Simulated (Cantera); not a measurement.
Charge: 1 mol SiHCl3, 240 mol N2, at 0.133 bar.

Method: chemical equilibrium by Gibbs-energy minimisation in Cantera with the NASA 1993 tables (ideal gas, pure condensed phases). Candidate condensed phases: NH4Cl, Si, Si3N4; 28 gas species. The tables' values for SiCl3 are old estimates; treat these amounts as uncertain. Rates play no part. All values below are at 1252 °C.

Base state: N2 0.992, HCl 0.00385, SiCl2 0.00242, SiCl3 0.000614, SiCl4 0.000462, H2 0.000140, Cl 1.69e-5 (mole fractions); condensed: Si3N4(s).

Question: What changes in the equilibrium state with this change: N2 from 240 to 41 mol?

Answer: 
```json
[
 {"species": "N2", "before": "0.992", "after": "0.960"},
 {"species": "HCl", "before": "0.00385", "after": "0.0210"},
 {"species": "SiCl2", "before": "0.00242", "after": "0.00831"},
 {"species": "SiHCl3", "before": "1.89e-6", "after": "3.53e-5"},
 {"species": "SiCl4", "before": "0.000462", "after": "0.00531"},
 {"species": "H2", "before": "0.000140", "after": "0.00124"},
 {"species": "SiCl3", "before": "0.000614", "after": "0.00385"},
 {"species": "Si3N4(s), mol", "before": "0.0513", "after": "0.0852"}
]
```
